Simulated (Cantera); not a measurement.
Cantera run:

```python
import numpy as np
import cantera as ct

gas_names = [...]  # 95 gases of nasa_gas.yaml made of C, F, H
cond_names = """
    C(gr) C6H6(L) C7H8(L) C8H18(L),n-octa
""".split()


# ... load() reads the species with a 1 bar reference pressure and builds the phases ...
atoms = {
    'CH2F2': {'C': 1, 'H': 2, 'F': 2},
    'F2': {'F': 2},
}
top_T = {'C(gr)': 4500}  # K; cautious upper limits of use, not melting points


# ... equilibrate(T, P, feed) seeds the gas with the atoms and calls Mixture.equilibrate('TP', solver="vcs", rtol=1e-11, max_steps=5000) ...
results = []
feed = {'CH2F2': 1, 'F2': 0.091}  # mol
P = 48  # Pa
for T in [850, 1000, 1150, 1300, 1450, 1600, 1750, 1900, 2050, 2200, 2350]:
    mix = equilibrate(T, P, feed)
    results.append((T, P, feed, dict(zip(mix.species_names, mix.species_moles))))

top = {s: max(r[3][s] / sum(r[3][g] for g in gas_names) for r in results) for s in gas_names}
cols = sorted((s for s in top if top[s] > 0.001), key=lambda s: -top[s])[:7]
seen = [c for c in cond_names if any(r[3].get(c, 0) > 1e-12 for r in results)]
print("log10 of partial pressures in bar; condensed amounts in mol")
print(f"{'T/K':>10s}" + "".join(f"{s[:9]:>10s}" for s in cols + seen))
for T, P, feed, n in results:
    ng = sum(n[g] for g in gas_names)
    print(f"{T:10.4g}" + "".join(f"{np.log10(max(n[s] / ng * P / 1e5, 1e-99)):10.3f}" for s in cols)
          + "".join(f"{n.get(c, 0):10.4g}" for c in seen))
```

Output:

```
log10 of partial pressures in bar; condensed amounts in mol
       T/K        HF         F       CF4       CF2         H        CF     C(gr)
       850    -3.329   -15.363    -4.972   -14.363   -17.492   -23.707    0.9545
      1000    -3.329   -12.453    -4.972   -11.753   -15.072   -19.205    0.9545
      1150    -3.329   -10.300    -4.972    -9.830   -13.273   -15.883    0.9545
      1300    -3.329    -8.643    -4.972    -8.356   -11.881   -13.333    0.9545
      1450    -3.329    -7.328    -4.973    -7.192   -10.772   -11.314    0.9544
      1600    -3.329    -6.263    -4.990    -6.257    -9.863    -9.681    0.9539
      1750    -3.333    -5.403    -5.093    -5.531    -9.086    -8.353    0.9523
      1900    -3.343    -4.784    -5.607    -5.135    -8.331    -7.344    0.9562
      2050    -3.352    -4.517    -7.089    -5.322    -7.423    -6.746    0.9773
      2200    -3.356    -4.435    -8.962    -5.782    -6.485    -6.380    0.9906
      2350    -3.361    -4.394   -10.724    -6.249    -5.635    -6.094    0.9931
```

Method: chemical equilibrium by Gibbs-energy minimisation in Cantera with the NASA 1993 tables (ideal gas, pure condensed phases). Condensed phases not in the tables: fluorocarbon polymer. Gases not in the tables: C2F6 and larger saturated fluorocarbons.
